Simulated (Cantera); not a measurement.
**Diamond growth**

A diamond (100) surface in a fixed gas of H2 with x(CH4) = 0.011, x(H) = 0.00031, x(CH3) = 0.00019, 1100 Pa; coverages are run to steady state.

Cantera simulation using the Harris–Goodwin 1993 mechanism for the reconstructed diamond (100) surface; the numbers are that mechanism's predictions, not measurements.

```
T (K)  growth (µm/h)  θ c6HH  θ c6H*  θ c6*H   θ c6**    θ c6HM
-----  -------------  ------  ------  ------  -------  --------
950            0.353   0.510  0.0108   0.257  0.00394     0.167
1025           0.182   0.557  0.0187   0.358  0.00729    0.0403
1100          0.0831   0.540  0.0260   0.412   0.0102   0.00633
1175          0.0666   0.517  0.0322   0.434   0.0123   0.00101
1250          0.0523   0.508  0.0376   0.439   0.0134  0.000171
1325          0.0203   0.514  0.0419   0.430   0.0137   3.28e-5
1400         0.00508   0.528  0.0452   0.414   0.0131   7.60e-6
```
θ: site fractions in the mechanism's names (c6HH fully hydrogenated, c6H* and c6*H radical sites, c6** diradical, c6HM methylated).
